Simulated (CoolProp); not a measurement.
Model: reference Helmholtz-energy equation of state, Thol 2019, in CoolProp.

**Question.** Give the vapour pressure (bar), liquid density (kg/m³), vapour density (kg/m³) of saturated dodecamethylpentasiloxane (MD3M) at 242.75 °C.

**Answer.** 
```
T (°C)  p (bar)  liquid density (kg/m³)  vapour density (kg/m³)
------  -------  ----------------------  ----------------------
242.75     1.35                     637                    14.0
```
